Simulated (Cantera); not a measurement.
A freely propagating, adiabatic, planar premixed flame of 14.1 % CO, 0.635 % H2, 3.81 % CH4, 16.7 % O2, 62.7 % N2, 2.12 % H2O, unburnt at 300 K and 0.217 atm; multicomponent transport, grid criteria slope 0.08 and curve 0.16, no radiation.

Computed with Cantera and GRI-Mech 3.0 (53 species, 325 reactions). Burning velocities carry a grid error of a few per cent, more on coarse grids.

Question: Predict: laminar burning velocity; thermal thickness; peak x(CH2O); peak x(CH3).

Answer: laminar burning velocity: 65.7 cm/s
thermal thickness: 1.94 mm
peak x(CH2O): 0.000303
peak x(CH3): 0.000366
